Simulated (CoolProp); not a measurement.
Vapour-liquid equilibrium of isohexane (1) + n-hexane (2) at 66.85 °C; x and y are mole fractions of (1).

Model: multi-fluid Helmholtz-energy mixture model, Lemmon 2006 and Thol 2019; pair parameters Bell 2016, in CoolProp.

Q: Give the bubble pressure and the first vapour's composition at x = 0.05, 0.55, 0.65. Is there an azeotrope?

A: x = 0.05: 0.09711 MPa, y = 0.065; x = 0.55: 0.1124 MPa, y = 0.611; x = 0.65: 0.1152 MPa, y = 0.703. No azeotrope shows between x = 0.05 and 0.95.

The pair parameters rest on a limited set of measurements; away from them the model extrapolates.
